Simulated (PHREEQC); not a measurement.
## Acid mine or pickling water: speciation

A made-up water analysis in mg/L, 25 °C, pH 3.06, pe 10.3:

```
constituent     mg/L
-----------  -------
Na              24.1
K            0.00787
Ca              35.5
Mg                41
Cl              24.1
S(6) as SO4      361
Al             0.247
```

Valence states are taken as typed.

Computed with PHREEQC (ion-association model, phreeqc.dat).

Each row changes one thing in this solution. Precipitation was switched off in this run.

```
case                                               ionic strength (mol/kgw)  SO4-2 (mol/kgw)  Mg+2 (mol/kgw)  Ca+2 (mol/kgw)  MgSO4 (mol/kgw)  HSO4- (mol/kgw)  SI of Gypsum (CaSO4:2H2O)  SI of Gibbsite (Al(OH)3)
-------------------------------------------------  ------------------------  ---------------  --------------  --------------  ---------------  ---------------  -------------------------  ------------------------
as made                                                              0.0115          0.00300         0.00130        0.000721         0.000391         0.000185                      -1.45                     -4.96
Ca from 35.5 to 17.8 mg/L                                            0.0109          0.00306         0.00128        0.000359         0.000403         0.000190                      -1.74                     -4.96
Ca from 35.5 to 71 mg/L                                              0.0128          0.00289         0.00132         0.00146         0.000368         0.000175                      -1.18                     -4.94
temperature from 25 to 70 °C at the same typed pH                   0.00993          0.00244         0.00102        0.000712         0.000668         0.000460                      -1.45                     -2.87
```

Species that the database lacks are ignored. At this temperature some constants are extrapolated from 25 °C, and those without enthalpy data are left unchanged.
